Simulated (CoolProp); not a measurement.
Computed with CoolProp (reference Helmholtz-energy equation of state, McLinden 2015).

Task: For the fluoroketone C6F12O (FK-5-1-12), give the phase and the density (kg/m³), fugacity coefficient at 374.6 K and 6970 kPa; 471.1 K and 6970 kPa.

Result: 
- 374.6 K and 6970 kPa: liquid; density 1410, fugacity coefficient 0.0905
- 471.1 K and 6970 kPa: supercritical; density 1050, fugacity coefficient 0.363
